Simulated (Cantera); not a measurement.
A Cantera script and what it prints.

```python
import numpy as np
import cantera as ct

gas_names = """
    AL ALCL ALCL2 ALCL3 ALN ALO ALOCL ALO2 AL2 AL2CL6 AL2O AL2O2 CL CLO CL2 N NO NO2 NO3 N2 N2O O O2 O3
""".split()
cond_names = """
    AL(cr) AL(L) ALCL3(s) ALCL3(L) ALN(s) AL2O3(a) AL2O3(L)
""".split()


def load(file, names, dense=False):
    # The tables refer to 1 bar. Condensed volumes are neglected.
    table = {s.name: s for s in ct.Species.list_from_file(file)}
    out = []
    for n in names:
        d = dict(table[n].input_data)
        d["thermo"] = dict(d["thermo"], **{"reference-pressure": 1e5})
        if dense:
            d["equation-of-state"] = {"model": "constant-volume", "density": "1e6 g/cm^3"}
        out.append(ct.Species.from_dict(d))
    return out


gas = ct.Solution(thermo="ideal-gas", species=load("nasa_gas.yaml", gas_names))
cond = {s.name: ct.Solution(thermo="fixed-stoichiometry", species=[s], name=s.name)
        for s in load("nasa_condensed.yaml", cond_names, dense=True)}
atoms = {
    'AlCl3': {'AL': 1, 'CL': 3},
    'O2': {'O': 2},
    'N2': {'N': 2},
}
top_T = {'ALN(s)': 2750}  # K; cautious upper limits of use, not melting points


def equilibrate(T, P, feed):
    n = {}
    for name, mol in feed.items():
        for a, k in atoms[name].items():
            n[a] = n.get(a, 0.0) + k * mol
    gas.TPX = T, P, n
    mass = sum(n.values()) * gas.mean_molecular_weight
    gas.equilibrate("TP")
    valid = [c for c in cond.values() if c.min_temp <= T <= top_T.get(c.name, c.max_temp)]
    mix = ct.Mixture([(gas, mass / gas.mean_molecular_weight)] + [(c, 0.0) for c in valid])
    mix.T, mix.P = T, P
    mix.equilibrate("TP", solver="vcs", rtol=1e-11, max_steps=5000)
    return mix


results = []
feed = {'AlCl3': 1, 'O2': 0.6, 'N2': 1.3}  # mol
P = 41  # Pa
for T in [1473, 1523, 1573, 1623, 1673, 1723, 1773]:
    mix = equilibrate(T, P, feed)
    results.append((T, P, feed, dict(zip(mix.species_names, mix.species_moles))))

top = {s: max(r[3][s] / sum(r[3][g] for g in gas_names) for r in results) for s in gas_names}
cols = sorted((s for s in top if top[s] > 1e-05), key=lambda s: -top[s])[:7]
seen = [c for c in cond_names if any(r[3].get(c, 0) > 1e-12 for r in results)]
print("log10 of partial pressures in bar; condensed amounts in mol")
print(f"{'T/K':>10s}" + "".join(f"{s[:9]:>10s}" for s in cols + seen))
for T, P, feed, n in results:
    ng = sum(n[g] for g in gas_names)
    print(f"{T:10.4g}" + "".join(f"{np.log10(max(n[s] / ng * P / 1e5, 1e-99)):10.3f}" for s in cols)
          + "".join(f"{n.get(c, 0):10.4g}" for c in seen))
```

Result:

```
log10 of partial pressures in bar; condensed amounts in mol
       T/K        CL        N2     ALCL3       CL2     ALCL2     ALOCL      ALCL  AL2O3(a)
      1473    -3.652    -3.843    -4.655    -4.676    -8.789    -9.491   -11.987    0.3999
      1523    -3.628    -3.852    -4.664    -4.921    -8.329    -9.033   -11.139    0.3999
      1573    -3.615    -3.857    -4.670    -5.170    -7.886    -8.603   -10.324    0.3999
      1623    -3.607    -3.860    -4.674    -5.413    -7.463    -8.199    -9.546    0.3999
      1673    -3.603    -3.862    -4.677    -5.649    -7.063    -7.820    -8.810    0.3999
      1723    -3.601    -3.863    -4.681    -5.873    -6.686    -7.464    -8.114    0.3998
      1773    -3.600    -3.864    -4.688    -6.087    -6.333    -7.129    -7.460    0.3997
```

Method: chemical equilibrium by Gibbs-energy minimisation in Cantera with the NASA 1993 tables (ideal gas, pure condensed phases). The tables' values for AlCl2 are old estimates; treat these amounts as uncertain.
